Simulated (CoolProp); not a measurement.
Saturation properties of n-perfluorohexane.

The numbers come from the reference Helmholtz-energy equation of state, Gao 2022 in CoolProp.

| T (K) | p (MPa) | liquid density (kg/m³) | vapour density (kg/m³) | enthalpy of vaporisation (kJ/kg) |
|---|---|---|---|---|
| 285.9 | 0.01670 | 1711 | 2.414 | 96.21 |
| 291.7 | 0.02200 | 1695 | 3.129 | 94.76 |
| 297.5 | ___ | 1678 | 4.004 | 93.28 |
| 303.3 | 0.03667 | 1661 | 5.064 | 91.79 |
| 309.1 | 0.04650 | 1644 | 6.338 | 90.27 |
| 314.9 | 0.05831 | 1626 | 7.854 | 88.73 |
| 320.8 | 0.07265 | 1608 | 9.680 | 87.12 |
| 326.6 | 0.08931 | 1590 | 11.79 | 85.52 |
| 332.4 | 0.1088 | 1572 | 14.25 | ___ |
| 338.2 | 0.1315 | 1553 | 17.10 | 82.18 |
| 344 | 0.1577 | 1533 | 20.40 | 80.44 |
| 349.8 | 0.1877 | 1513 | 24.20 | 78.64 |
| 355.7 | 0.2226 | 1492 | 28.63 | ___ |

Task: Complete the blanks.

Result: 
- 297.5, p (MPa): 0.02858
- 332.4, enthalpy of vaporisation (kJ/kg): 83.87
- 355.7, enthalpy of vaporisation (kJ/kg): 76.76

It boils at 330.3 K under 1 atm.
